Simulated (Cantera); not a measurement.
## Chlorosilane synthesis and conversion: SiCl4 + Cl2 + H2

Feed: 1 mol SiCl4, 1.3 mol Cl2, 8.6 mol H2, equilibrated at 0.100 bar.

These are equilibrium values from Cantera (NASA tables, ideal gas, pure condensed phases), not measurements of a reactor. Candidate condensed phases: Si; 19 gas species. The tables' values for SiCl3, SiCl are old estimates; treat these amounts as uncertain. The numbers say what is thermodynamically allowed, not how fast it happens.

```csv
T (°C),x H2,x HCl,x SiCl4,x SiCl2,x SiCl3,x SiHCl3,x H,x Cl
450,0.670,0.239,0.0917,3.70e-12,3.68e-8,7.69e-5,<1e-12,<1e-12
550,0.669,0.239,0.0914,1.66e-9,1.30e-6,0.000309,1.90e-11,6.91e-12
650,0.669,0.239,0.0908,1.91e-7,2.08e-5,0.000904,6.33e-10,2.18e-10
750,0.667,0.241,0.0894,8.40e-6,0.000189,0.00210,1.07e-8,3.56e-9
850,0.664,0.244,0.0863,0.000177,0.00111,0.00403,1.10e-7,3.58e-8
950,0.656,0.252,0.0786,0.00199,0.00443,0.00631,7.70e-7,2.55e-7
1050,0.634,0.275,0.0607,0.0112,0.0111,0.00710,3.99e-6,1.45e-6
1150,0.599,0.313,0.0353,0.0309,0.0166,0.00525,1.63e-5,6.96e-6
1250,0.567,0.347,0.0153,0.0518,0.0163,0.00280,5.50e-5,2.70e-5
1350,0.548,0.367,0.00546,0.0659,0.0124,0.00126,0.000162,8.53e-5
1450,0.539,0.376,0.00187,0.0735,0.00857,0.000553,0.000423,0.000229
```
x: gas mole fraction; nothing condenses.

From 450 °C to 1450 °C nothing is condensed. The main Si-bearing gas is SiCl4 at 450 °C and SiCl2 at 1450 °C.
